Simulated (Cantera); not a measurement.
A perfectly stirred reactor is fed with CH4 : C2H6 : O2 : N2 = 1 : 0.25 : 3.27 : 35.9 (molar parts), equivalence ratio 0.88, at 0.210 bar; it is adiabatic with a 823 K inlet, and is followed from long to short residence time, starting on the burning branch (τ in s: 0.17, 0.056, 0.018, 0.0061, 0.002, 0.00066, 0.00022, 7.2e-05, 2.4e-05).

Computed with Cantera and GRI-Mech 3.0 (53 species, 325 reactions).

Question: Predict: blow-out, bracketed by the residence times tried; x(CH4) at τ = 0.170 s; x(C2H6) at τ = 0.170 s; x(O2) at τ = 0.170 s; x(H2O2) at τ = 0.170 s; x(OH) at τ = 0.170 s; x(CH4) at τ = 2.00 ms; x(C2H6) at τ = 2.00 ms; x(O2) at τ = 2.00 ms; x(H2O2) at τ = 2.00 ms; x(OH) at τ = 2.00 ms.

Answer: 
```
Item                                                                           Result
------------------------------------------------  -----------------------------------
blow-out, bracketed by the residence times tried  burning at 2.00 ms, out at 0.660 ms
x(CH4) at τ = 0.170 s                                                         8.74e-6
x(C2H6) at τ = 0.170 s                                                        5.48e-7
x(O2) at τ = 0.170 s                                                           0.0113
x(H2O2) at τ = 0.170 s                                                        4.96e-8
x(OH) at τ = 0.170 s                                                          0.00125
x(CH4) at τ = 2.00 ms                                                        0.000445
x(C2H6) at τ = 2.00 ms                                                        2.50e-5
x(O2) at τ = 2.00 ms                                                           0.0202
x(H2O2) at τ = 2.00 ms                                                        1.93e-7
x(OH) at τ = 2.00 ms                                                          0.00147
```
